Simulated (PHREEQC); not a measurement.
KOH is added in steps, without added water, to 1 kg of water holding 11 mmol/kgw HF, 16 mmol/kgw NaF and 31 mmol/kgw H2SO4, at 25 °C. O2 is buffered at 0.21 atm. The system is closed to CO2. Precipitation was switched off in this run.

Base run: PHREEQC, ion-association model, wateq4f.dat. Each further column changes one thing. The table gives HSO4- (mol/kgw).

| KOH added (mol) | base | 0.00076 mol/kgw H3PO4 added | 0.0007 mol/kgw Na2SO4 added | temperature from 25 to 90 °C | solids may form |
|---|---|---|---|---|---|
| 0 | 0.0174 | 0.0174 | 0.0176 | 0.0257 | 0.0174 |
| 0.00975 | 0.0149 | 0.0150 | 0.0151 | (withheld) | 0.0149 |
| 0.0195 | 0.0120 | 0.0121 | 0.0122 | (withheld) | 0.0120 |
| 0.02925 | 0.00875 | (withheld) | 0.00885 | 0.0139 | 0.00875 |
| 0.039 | 0.00533 | (withheld) | 0.00539 | 0.00823 | 0.00533 |
| 0.04875 | 0.00249 | 0.00263 | 0.00253 | 0.00364 | 0.00249 |
| 0.0585 | 0.000903 | 0.000977 | 0.000918 | (withheld) | 0.000903 |
| 0.06825 | 0.000191 | (withheld) | 0.000195 | 0.000242 | 0.000191 |
| 0.078 | 3.09e-12 | (withheld) | 3.15e-12 | 5.08e-10 | 3.09e-12 |

Q: Fill in the missing entries.

A: 
- 0.00975, temperature from 25 to 90 °C: 0.0231
- 0.0195, temperature from 25 to 90 °C: 0.0192
- 0.02925, 0.00076 mol/kgw H3PO4 added: 0.00887
- 0.039, 0.00076 mol/kgw H3PO4 added: 0.00548
- 0.0585, temperature from 25 to 90 °C: 0.00123
- 0.06825, 0.00076 mol/kgw H3PO4 added: 0.000228
- 0.078, 0.00076 mol/kgw H3PO4 added: 4.72e-12

wateq4f.dat counts part of the HF as a dimer, H2F2, which phreeqc.dat doesn't know; its constant is uncertain. H3PO4, which wateq4f.dat lacks, is added to it with the constant of phreeqc.dat. Constants without temperature data keep their 25 °C values here. Solids allowed in the column 'solids may form': Mirabilite.
